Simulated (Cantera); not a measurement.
## Premixed flame

A freely propagating, adiabatic, planar premixed flame of CH4 : O2 : N2 = 1 : 2.99 : 11.2 (molar parts), equivalence ratio 0.67, unburnt at 323 K and 143 Torr; multicomponent transport, grid criteria slope 0.08 and curve 0.16, no radiation.

Computed with Cantera and GRI-Mech 3.0 (53 species, 325 reactions). Burning velocities carry a grid error of a few per cent, more on coarse grids.

```csv
z (mm),T (K),u (m/s),x CH4,x O2,x HCN,x OH,x CO,x C2H6
-6.94,323,0.380,0.0658,0.197,<1e-8,<1e-8,7.80e-7,<1e-8
-4.62,324,0.381,0.0657,0.197,<1e-8,<1e-8,1.13e-5,6.34e-8
-3.47,328,0.387,0.0655,0.196,<1e-8,1.17e-8,8.13e-5,7.48e-7
-2.31,372,0.439,0.0633,0.193,<1e-8,4.63e-7,0.000859,1.58e-5
-1.16,712,0.850,0.0460,0.168,2.67e-8,3.25e-5,0.00897,0.000307
-0.578,1057,1.27,0.0262,0.137,7.03e-8,0.000222,0.0196,0.000403
0,1382,1.66,0.00669,0.101,1.34e-7,0.00164,0.0292,4.31e-5
0.578,1511,1.82,0.000559,0.0807,9.96e-8,0.00370,0.0256,1.76e-7
1.16,1551,1.86,2.58e-5,0.0739,3.60e-8,0.00460,0.0184,<1e-8
2.31,1597,1.90,8.35e-8,0.0698,<1e-8,0.00514,0.0105,<1e-8
4.62,1655,1.97,<1e-8,0.0674,<1e-8,0.00520,0.00598,<1e-8
9.25,1714,2.03,<1e-8,0.0662,<1e-8,0.00466,0.00397,<1e-8
18.5,1761,2.08,<1e-8,0.0654,<1e-8,0.00365,0.00228,<1e-8
```
x: mole fraction of selected species; z is measured from the peak of heat release.

| Quantity | Value |
|---|---|
| laminar burning velocity | 38.0 cm/s |
| thermal thickness | 2.31 mm |
| peak x(HCN) | 1.39e-7 |
| peak x(OH) | 0.00525 |
| peak x(CO) | 0.0295 |
| peak x(C2H6) | 0.000441 |
